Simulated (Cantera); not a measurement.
A closed system holds: 1 mol SiHCl₃, 5.5 mol NH₃, equilibrated at 1775 K.

These are equilibrium values from Cantera (NASA tables, ideal gas, pure condensed phases), not measurements of a reactor. Candidate condensed phases: NH₄Cl, Si, Si₃N₄; 28 gas species. Gases not in the tables: Si₂H₆ and higher silanes. Equilibrium is a limit: real reactors are often held back by kinetics, nucleation or transport.

### Question
Which condensed phases are stable at each of these points (P (Pa)): 5, 21, 85, 350, 1400, 5900, 24000, 100000?

### Answer
```
P (Pa)  condensed phases  Si condensed (%)
------  ----------------  ----------------
5               gas only               0.0
21                 Si(l)               5.0
85                 Si(l)              16.4
350                Si(l)              19.4
1400               Si(l)              20.2
5900            Si₃N₄(s)              31.8
24000           Si₃N₄(s)              53.4
100000          Si₃N₄(s)              71.3
```

At 5.00 Pa nothing is condensed. From 21.0 Pa to 14.0 mbar the condensed part is Si(l). From 59.0 mbar to 1.00 bar the condensed part is Si₃N₄(s).
